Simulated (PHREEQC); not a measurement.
A solution holds 6.3 mmol/kgw FeCl3, 1.4 mmol/kgw Na2SeO4, 0.26 mmol/kgw NaF and 0.12 mmol/kgw Na2SO4, at 25 °C. Closed to the air; pH follows from the charge balance.

Equilibrium calculation in PHREEQC: ion-association model, wateq4f.dat.

Precipitation was switched off in this run.

Problem. What pH, ionic strength does the model give?

Solution. pH 2.50; ionic strength 0.0348 mol/kgw.

Problem. In which forms is S present?

Solution. FeSO4+ 74 %, SO4-2 21 %, HSO4- 3.8 %, FeHSO4+2 1.0 % of the S.

Examples of supersaturated solids here: Hematite (slow to form), Goethite (slow to form). Others may be too. Complexes and solids missing from the database can't appear. Fluoro complexes past AlF4- and FeF3 are missing from the database.
